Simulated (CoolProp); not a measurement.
The fluid at 247.43 K and 2.61 MPa flows at 25 m/s in a round tube of 4.6 mm bore and 45 µm roughness, fully developed (64/Re and Nu = 3.66 if laminar; Colebrook and Gnielinski if turbulent). The same conditions are run with several fluids, on thermodynamics alone (safety and materials aside).

Model: reference Helmholtz-energy equation of state of each fluid (R141b: Lemmon 2006; n-heptane: Span 2003; R407C: Lemmon 2003; R245fa: Akasaka 2015; CH2F2 (R32): Tillner-Roth 1997), in CoolProp. Blends and air are pseudo-pure fits.

### Question
Rank R141b, n-heptane, R407C, R245fa, CH2F2 (R32) by Reynolds number, highest first.

### Answer
CH2F2 (R32) (608000), R407C (519000), R245fa (216000), R141b (188000), n-heptane (108000)

| fluid | Darcy friction factor | pressure drop (Pa/m) | heat-transfer coefficient (W/(m² K)) | mass flow (kg/h) |
|---|---|---|---|---|
| R141b | 0.0379 | 3430000 | 46200 | 1990 |
| n-heptane | 0.0382 | 1880000 | 38500 | 1080 |
| R407C | 0.0377 | 3410000 | 95400 | 1990 |
| R245fa | 0.0379 | 3790000 | 54900 | 2200 |
| CH2F2 (R32) | 0.0377 | 2930000 | 145000 | 1710 |

Transport values come from each fluid's own correlations; those of R141b, R245fa, CH2F2 (R32) are estimates that may be off by 10 % or more.
